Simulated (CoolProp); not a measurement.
Benzene at 366.27 K and 0.532 MPa is throttled through a valve to 0.119 MPa with no heat exchange. Each further row changes one setting.

Computed with CoolProp (reference Helmholtz-energy equation of state, Thol 2012).

```tsv
case	temperature change (K)	final phase	final density (kg/m³)
as stated	[?]	[?]	[?]
outlet pressure 0.0357 MPa	[?]	[?]	[?]
outlet pressure 0.155 MPa	+0.1	[?]	[?]
```

Task: What belongs in the gaps?

Result: 
- as stated, temperature change (K): -7.7
- as stated, final phase: two-phase, vapour fraction 0.039
- as stated, final density (kg/m³): 75.5
- outlet pressure 0.0357 MPa, temperature change (K): -43.5
- outlet pressure 0.0357 MPa, final phase: two-phase, vapour fraction 0.197
- outlet pressure 0.0357 MPa, final density (kg/m³): 5.33
- outlet pressure 0.155 MPa, final phase: liquid
- outlet pressure 0.155 MPa, final density (kg/m³): 798
